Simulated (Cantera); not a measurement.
A closed system holds: 1 mol FeS2, 31 mol H2, 4.8 mol H2O, at 230 Pa.

Method: chemical equilibrium by Gibbs-energy minimisation in Cantera with the NASA 1993 tables (ideal gas, pure condensed phases). Candidate condensed phases: Fe, FeO, Fe(OH)2, Fe(OH)3, FeS, FeSO4, FeS2, Fe2O3, Fe2(SO4)3, Fe3O4, H2O, H2SO4, S; 22 gas species. FeS: taken at fixed stoichiometry. Gases not in the tables: S3 to S7. Kinetics and transport are ignored. All values below are at 1173 K.

Base state: H2 0.839, H2O 0.134, H2S 0.0267, S2 0.000583, SH 6.80e-5 (mole fractions); condensed: FeS(s).

Question: What changes in the equilibrium state with this change: H2 from 31 to 11 mol?

Answer: 
```tsv
species	before	after
H2	0.839	0.639
H2O	0.134	0.302
H2S	0.0267	0.0544
SO2	1.27e-6	2.99e-5
S2	0.000583	0.00419
SH	6.80e-5	0.000159
FeS(s), mol	1.00	1.00
```
